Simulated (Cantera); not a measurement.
Input: 1 mol SiH2Cl2, 6.4 mol NO, 0.23 mol O3, equilibrated at 57.0 mbar.

Method: chemical equilibrium by Gibbs-energy minimisation in Cantera with the NASA 1993 tables (ideal gas, pure condensed phases). Candidate condensed phases: H2O, NH4Cl, Si, SiO2, Si2N2O, Si3N4; 47 gas species. The tables hold silica as quartz up to 1696 K and as liquid above; real silica turns to tridymite and cristobalite and melts near 1996 K. Equilibrium is a limit: real reactors are often held back by kinetics, nucleation or transport. All values below are at 1400 °C.

Base state: N2 0.408, O2 0.311, HCl 0.204, Cl 0.0442, H2O 0.0260, Cl2 0.00402, NO 0.00229, OH 0.000348 (mole fractions); condensed: SiO2(β-quartz).

Question: What changes in the equilibrium state with this change: SiH2Cl2 replaced by SiCl4?

Answer: 
```csv
species,before,after
N2,0.408,0.364
O2,0.311,0.289
Cl,0.0442,0.233
HCl,0.204,0
Cl2,0.00402,0.112
H2O,0.0260,0
OH,0.000348,0
ClO,0.000119,0.000601
"SiO2(β-quartz), mol",1.00,1.000
```
